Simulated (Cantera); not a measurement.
Input: 1 mol CuO, 0.53 mol CO, 3.5 mol H₂, 3.5 mol CH₄, at 1398 K and 26.0 mbar.

Cantera equilibrium calculation (NASA polynomials, part measured and part estimated; ideal gas, pure solids and liquids). Candidate condensed phases: C, C₆H₆, C₇H₈, C₈H₁₈, Cu, CuO, Cu(OH)₂, Cu₂O, H₂O; 113 gas species. The numbers say what is thermodynamically allowed, not how fast it happens.

Base state: H₂ 0.873, CO 0.127, CH₄ 8.65e-5, Cu 4.99e-5, H 2.74e-5, H₂O 1.09e-5 (mole fractions); condensed: C(graphite) + Cu(l).

Task: What changes in the equilibrium state with this change: temperature from 1398 K to 2500 K?

Result: 
```json
[
 {"species": "H₂", "before": "0.873", "after": "0.682"},
 {"species": "H", "before": "2.74e-5", "after": "0.129"},
 {"species": "CO", "before": "0.127", "after": "0.110"},
 {"species": "Cu", "before": "4.99e-5", "after": "0.0718"},
 {"species": "C₂H", "before": "<1e-9", "after": "0.000100"},
 {"species": "C₄H₂", "before": "<1e-9", "after": "3.30e-5"},
 {"species": "C₃", "before": "<1e-9", "after": "1.91e-5"},
 {"species": "C(graphite), mol", "before": "2.50", "after": "2.29"},
 {"species": "Cu(l), mol", "before": "0.999", "after": "0"}
]
```

Task: What changes in the equilibrium state with this change: temperature from 1398 K to 2400 K?

Result: 
```csv
species,before,after
H₂,0.873,0.725
CO,0.127,0.112
H,2.74e-5,0.0840
Cu,4.99e-5,0.0735
C₂H,<1e-9,3.37e-5
C₄H₂,<1e-9,1.45e-5
C₂H₂ (acetylene),2.14e-6,0.00505
Cu₂,9.60e-9,1.88e-5
H₂O,1.09e-5,6.68e-8
"C(graphite), mol",2.50,2.36
"Cu(l), mol",0.999,0
```
